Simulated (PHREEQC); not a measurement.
Make-up at 80 °C and 50 atm: 0.018 mol/kgw KOH, 0.056 mol/kgw NaAlO2 and 0.03 mol/kgw Na2CO3. Closed to the air; pH follows from the charge balance.

Computed with PHREEQC (ion-association model, phreeqc.dat).

This is a speciation only: nothing precipitates in the calculation.

Problem. Order these C species by the share of C that they hold, largest first: NaCO3-, CO3-2, HCO3-.

Solution. NaCO3- (84 %), CO3-2 (14 %), HCO3- (1.6 %)

The pH is 10.70 and the ionic strength 0.113 mol/kgw. The solution is supersaturated, for example in Gibbsite (slow to form), so a real one may precipitate; this is no full list. Under pressure, the constants of complexes without a molar volume in the database are unreliable. At this temperature some constants are extrapolated from 25 °C, and those without enthalpy data are left unchanged.
